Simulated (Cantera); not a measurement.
Moist CO burnout

An isothermal, constant-pressure homogeneous reactor starts with CO : O2 : H2O : N2 = 0.008 : 0.032 : 0.0081 : 1 (molar parts), equivalence ratio 0.12, at 1350 K and 100000 Pa.

Detailed kinetics in Cantera: GRI-Mech 3.0 (53 species, 325 reactions).

```
t (s)         x CO    x O2    x H2O       x O    x H2O2      x OH     x NO2
--------  --------  ------  -------  --------  --------  --------  --------
2.00e-5    0.00763  0.0305  0.00773   1.85e-9    <1e-12  1.54e-10    <1e-12
7.48e-5    0.00763  0.0305  0.00773   6.87e-9    <1e-12   1.50e-9    <1e-12
0.000280   0.00763  0.0305  0.00773   4.64e-8  1.85e-12   2.33e-8    <1e-12
0.00105    0.00760  0.0305  0.00772   1.59e-5   2.62e-9   9.34e-6    <1e-12
0.00391    0.00159  0.0274  0.00757  0.000302   1.32e-7  0.000184  6.82e-10
0.0146    0.000111  0.0268  0.00773   2.17e-5   2.05e-8   5.15e-5   3.26e-9
0.0547     6.54e-6  0.0268  0.00775   1.81e-6   2.33e-9   1.55e-5   3.68e-9
0.205      2.68e-7  0.0268  0.00776   2.34e-7  3.30e-10   5.62e-6   1.84e-9
0.765      2.37e-8  0.0268  0.00776   8.06e-8  1.16e-10   3.30e-6   1.38e-9
2.86       1.89e-8  0.0268  0.00776   6.96e-8  1.01e-10   3.06e-6   1.37e-9
10.7       1.89e-8  0.0268  0.00776   6.95e-8  1.01e-10   3.06e-6   1.37e-9
40.0       1.89e-8  0.0268  0.00776   6.95e-8  1.01e-10   3.06e-6   1.39e-9
```
x: mole fraction; the columns are a selection and need not sum to one.

Equilibrium at this temperature and pressure: CO 1.89e-8, O2 0.0267, H2O 0.00776, O 6.94e-8, H2O2 1.01e-10, OH 3.06e-6, NO2 6.78e-7 (gas phase only).
